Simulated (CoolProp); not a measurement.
Vapour-liquid equilibrium of R227EA (1) + isobutane (2) at 0.165 MPa; x and y are mole fractions of (1).

Computed with CoolProp (multi-fluid Helmholtz-energy mixture model, Lemmon 2016 and Bücker 2006; pair parameters Bell 2016).

```tsv
x	bubble temperature, mixture model (°C)	bubble temperature, Raoult's law (°C)	y, mixture model	y, Raoult's law
0.05	?	1.1	0.201	0.062
0.15	-9.0	0.4	0.383	0.180
0.25	-10.9	-0.3	0.458	0.293
0.35	-11.7	-0.9	0.497	0.401
0.45	-12.0	-1.5	0.522	0.504
0.55	-12.1	-2.1	0.546	0.602
0.65	-12.0	-2.6	0.578	0.697
0.75	?	-3.2	?	0.788
0.85	-10.0	-3.7	0.711	0.875
0.95	-7.0	-4.2	0.869	0.959
```

### Question
Fill in the missing entries.

### Answer

- 0.05, bubble temperature, mixture model (°C): -3.9
- 0.75, bubble temperature, mixture model (°C): -11.4
- 0.75, y, mixture model: 0.626

The largest gap from Raoult's law is -10.8 K in bubble temperature, at x = 0.35. y crosses x between x = 0.45 and 0.55: the model has an azeotrope there.

The pair parameters rest on a limited set of measurements; away from them the model extrapolates.
